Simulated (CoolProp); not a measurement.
Vapour-liquid equilibrium of R134a (1) + R142b (2) at 947 kPa; x and y are mole fractions of (1).

Computed with CoolProp (multi-fluid Helmholtz-energy mixture model, Tillner-Roth 1994 and Lemmon 2006; pair parameters Bell 2016).

Task: Give the bubble temperature and the first vapour's composition at x = 0.5, 0.65, 0.8. Is there an azeotrope?

Result: x = 0.5: 319.7 K, y = 0.629; x = 0.65: 316.4 K, y = 0.751; x = 0.8: 313.6 K, y = 0.860. No azeotrope shows between x = 0.05 and 0.95.

The pair parameters rest on a limited set of measurements; away from them the model extrapolates.
